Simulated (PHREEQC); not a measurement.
Consider water at 88 °C and 100 atm with 0.38 mol/kgw HF, 0.00049 mol/kgw KF and 3.6e-06 mol/kgw H4SiO4. Closed to the air; pH follows from the charge balance.

Equilibrium calculation in PHREEQC: ion-association model, phreeqc.dat.

This is a speciation only: nothing precipitates in the calculation.

Problem. Predict the pH, ionic strength.

Solution. pH 1.88; ionic strength 0.0153 mol/kgw.

Problem. In which forms is F present?

Solution. HF 94 %, HF2- 4.7 %, F- 1.7 % of the F.

Species that the database lacks are ignored. Under pressure, the constants of complexes without a molar volume in the database are unreliable. Away from 25 °C the constants follow the database's enthalpies or fits; those with neither stay at their 25 °C values. SiF6-2 is the database's only silicon fluoride.
